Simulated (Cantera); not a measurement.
A perfectly stirred reactor is fed with 7.47 % CH3OH, 19.4 % O2, 72.6 % N2, 0.560 % CO2, equivalence ratio 0.58, at 540000 Pa; it is adiabatic with a 523 K inlet, and is followed from long to short residence time, starting on the burning branch (τ in s: 0.02, 0.0097, 0.0046, 0.0022, 0.0011, 0.00051, 0.00025, 0.00012, 5.6e-05).

Cantera simulation using GRI-Mech 3.0 (53 species, 325 reactions); the numbers are that mechanism's predictions, not measurements. GRI-Mech 3.0 was tuned for natural gas; its chemistry of methanol as a main component is partial and can be far from experiment.

Problem. Predict: blow-out, bracketed by the residence times tried; x(CH3OH) at τ = 20.0 ms; x(O2) at τ = 20.0 ms; x(H2O2) at τ = 20.0 ms; x(H2O) at τ = 20.0 ms; x(NO) at τ = 20.0 ms; x(CH3OH) at τ = 1.10 ms; x(O2) at τ = 1.10 ms; x(H2O2) at τ = 1.10 ms; x(H2O) at τ = 1.10 ms; x(NO) at τ = 1.10 ms.

Solution. 
* **blow-out, bracketed by the residence times tried**: burning at 0.250 ms, out at 0.120 ms
* **x(CH3OH) at τ = 20.0 ms**: 5.09e-6
* **x(O2) at τ = 20.0 ms**: 0.0784
* **x(H2O2) at τ = 20.0 ms**: 2.09e-7
* **x(H2O) at τ = 20.0 ms**: 0.143
* **x(NO) at τ = 20.0 ms**: 1.33e-5
* **x(CH3OH) at τ = 1.10 ms**: 4.11e-5
* **x(O2) at τ = 1.10 ms**: 0.0794
* **x(H2O2) at τ = 1.10 ms**: 6.99e-7
* **x(H2O) at τ = 1.10 ms**: 0.142
* **x(NO) at τ = 1.10 ms**: 6.91e-6
